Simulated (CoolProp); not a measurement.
Properties of octamethylcyclotetrasiloxane (D4) along the isobar 1.64 MPa (Tc = 586.5 K, pc = 1.347 MPa, ω = 0.598).

The numbers come from the reference Helmholtz-energy equation of state, Thol 2015 in CoolProp.

```tsv
T (K)	phase	density (kg/m³)	Joule-Thomson coefficient (K/MPa)
297.9	liquid	953.3	-0.4075
310.8	liquid	938.8	…
323.8	liquid	924.1	-0.3806
336.7	liquid	…	-0.3653
349.6	liquid	894.6	…
362.5	liquid	879.7	-0.3306
375.4	liquid	864.6	-0.3109
388.3	liquid	849.3	…
401.2	liquid	833.7	-0.2654
414.1	liquid	817.9	-0.2389
427	liquid	801.7	-0.2091
439.9	liquid	785.1	…
452.8	liquid	768.1	-0.1357
465.7	liquid	750.4	-0.08926
478.6	liquid	732.1	…
```

**Question.** What belongs in the gaps?

**Answer.** 
- 310.8, Joule-Thomson coefficient (K/MPa): -0.3948
- 336.7, density (kg/m³): 909.4
- 349.6, Joule-Thomson coefficient (K/MPa): -0.3487
- 388.3, Joule-Thomson coefficient (K/MPa): -0.2893
- 439.9, Joule-Thomson coefficient (K/MPa): -0.1751
- 478.6, Joule-Thomson coefficient (K/MPa): -0.03338
